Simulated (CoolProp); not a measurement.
A simple Rankine cycle with R124: condensing at 293.15 K, boiler at 1.42 MPa, turbine inlet 350.4 K, turbine efficiency 0.8, pump efficiency 0.6, no recuperator. Each further row changes one setting.

Model: reference Helmholtz-energy equation of state, de Vries 1995, in CoolProp.

| case | thermal efficiency (%) | net work (kJ/kg) | heat in (kJ/kg) | turbine exit temperature (K) | volume ratio over the turbine |
|---|---|---|---|---|---|
| as stated | 10.2 | 18.1 | 178 | 305.8 | 4.72 |
| turbine inlet 370.4 K | 10.3 | 20.3 | 198 | 328.5 | 4.51 |
| condensing temperature 285.15 K | 11.5 | 21.5 | 186 | 299.5 | 6.12 |
| boiler pressure 0.994 MPa | 8.1 | 15.1 | 186 | 319.8 | 3.10 |
| turbine efficiency 0.7 | 8.8 | 15.7 | 178 | 308.9 | 4.78 |
